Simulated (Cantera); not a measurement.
A freely propagating, adiabatic, planar premixed flame of 5.96 % CH4, 0.483 % C2H6, 14.8 % O2, 55.6 % N2, 22.7 % H2O, 0.465 % CO2, unburnt at 598 K and 7.80 atm; mixture-averaged transport, grid criteria slope 0.08 and curve 0.16, no radiation.

Model: GRI-Mech 3.0 (53 species, 325 reactions), integrated in Cantera. Burning velocities carry a grid error of a few per cent, more on coarse grids.

x: mole fraction of selected species; z is measured from the peak of heat release.

```csv
z (mm),T (K),u (m/s),x CH4,x C2H6,x O2,x CH2,x H2,x NO
-0.661,600,0.173,0.0594,0.00482,0.148,<1e-8,0.000741,<1e-8
-0.441,610,0.176,0.0588,0.00481,0.147,<1e-8,0.00154,<1e-8
-0.331,639,0.184,0.0572,0.00475,0.144,<1e-8,0.00235,<1e-8
-0.220,754,0.218,0.0513,0.00445,0.135,<1e-8,0.00359,2.08e-8
-0.110,(withheld),0.330,(withheld),(withheld),(withheld),<1e-8,(withheld),(withheld)
-0.0551,1452,0.425,0.0152,0.000938,0.0655,1.48e-7,0.00605,1.37e-6
0,1757,0.512,(withheld),(withheld),(withheld),(withheld),(withheld),(withheld)
0.0551,1885,0.546,1.87e-5,<1e-8,0.0184,3.73e-7,0.00317,4.13e-6
0.110,1929,0.558,1.70e-7,<1e-8,0.0149,<1e-8,0.00195,4.82e-6
0.220,1958,0.565,<1e-8,<1e-8,0.0130,<1e-8,0.000932,5.38e-6
0.441,1971,0.569,<1e-8,<1e-8,0.0122,<1e-8,0.000414,5.84e-6
0.882,1974,0.569,<1e-8,<1e-8,0.0121,<1e-8,0.000289,6.43e-6
1.76,1974,0.569,<1e-8,<1e-8,0.0120,<1e-8,0.000278,7.54e-6
```

Question: Fill in the missing entries.

Answer: 
- -0.110, T (K): 1130
- -0.110, x CH4: 0.0321
- -0.110, x C2H6: 0.00272
- -0.110, x O2: 0.0994
- -0.110, x H2: 0.00524
- -0.110, x NO: 3.74e-7
- 0, x CH4: 0.00182
- 0, x C2H6: 2.75e-5
- 0, x O2: 0.0318
- 0, x CH2: 4.90e-6
- 0, x H2: 0.00545
- 0, x NO: 2.73e-6
